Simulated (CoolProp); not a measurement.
Saturated liquid density (kg/m³) of carbonyl sulfide: the reference equation beside estimates from Tc = 105.6 °C, pc = 6.369 MPa, ω = 0.098. Rackett uses Z = 0.29056 − 0.08775 ω.

Computed with CoolProp (reference Helmholtz-energy equation of state, Lemmon 2006). It is a short technical equation, of lower accuracy than the large ones.

| T (°C) | reference | Rackett | Redlich-Kwong | Soave-Redlich-Kwong |
|---|---|---|---|---|
| -53.95 | 1182 | 1158 | 1121 | 1123 |
| -47.05 | 1168 | 1144 | 1105 | 1109 |
| -40.15 | 1153 | 1129 | 1089 | 1094 |
| -33.15 | 1137 | 1114 | 1072 | 1078 |
| -26.25 | 1121 | 1099 | 1054 | 1061 |
| -19.35 | 1105 | 1083 | 1036 | 1044 |
| -12.45 | 1089 | 1068 | 1018 | 1026 |
| -5.45 | 1072 | 1051 | 998.0 | 1007 |
| 1.45 | 1054 | 1034 | 977.8 | 987.9 |
| 8.35 | 1037 | 1017 | 956.7 | 967.6 |
| 15.25 | 1018 | 998.6 | 934.8 | 946.2 |
| 22.25 | 998.3 | 979.7 | 911.4 | 923.5 |
| 29.15 | 978.0 | 960.3 | 887.4 | 899.9 |

Absolute difference from the reference over all 13 rows, mean and median: Rackett 2.0 and 2.0 %, Redlich-Kwong 6.8 and 6.5 %, Soave-Redlich-Kwong 6.0 and 5.8 %.
